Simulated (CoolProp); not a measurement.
Vapour pressure (MPa) of n-nonane: the reference equation beside estimates from Tc = 321.4 °C, pc = 2.282 MPa, ω = 0.443.

Computed with CoolProp (reference Helmholtz-energy equation of state, Lemmon 2006). It is a short technical equation, of lower accuracy than the large ones.

| T (°C) | reference | Lee-Kesler | van der Waals | Peng-Robinson |
|---|---|---|---|---|
| 16.85 | 0.0003414 | 0.0003271 | 0.05352 | 0.0003808 |
| 19.65 | 0.0004114 | 0.0003941 | 0.05718 | 0.0004561 |
| 22.45 | 0.0004936 | 0.0004728 | 0.06103 | 0.0005442 |
| 25.25 | 0.0005898 | 0.0005651 | 0.06505 | 0.0006467 |
| 28.05 | 0.0007020 | 0.0006726 | 0.06927 | 0.0007656 |
| 30.75 | 0.0008271 | 0.0007928 | 0.07351 | 0.0008979 |
| 33.55 | 0.0009769 | 0.0009368 | 0.07811 | 0.001055 |
| 36.35 | 0.001150 | 0.001103 | 0.08290 | 0.001236 |
| 39.15 | 0.001348 | 0.001294 | 0.08790 | 0.001444 |
| 41.95 | 0.001575 | 0.001513 | 0.09311 | 0.001680 |
| 44.75 | 0.001834 | 0.001763 | 0.09854 | 0.001949 |
| 47.45 | 0.002118 | 0.002038 | 0.1040 | 0.002242 |
| 50.25 | 0.002450 | 0.002360 | 0.1098 | 0.002586 |
| 53.05 | 0.002827 | 0.002725 | 0.1159 | 0.002973 |

Absolute difference from the reference over all 14 rows, mean and median: Lee-Kesler 4.0 and 4.1 %, van der Waals 8344.7 and 7502.2 %, Peng-Robinson 8.0 and 7.7 %.
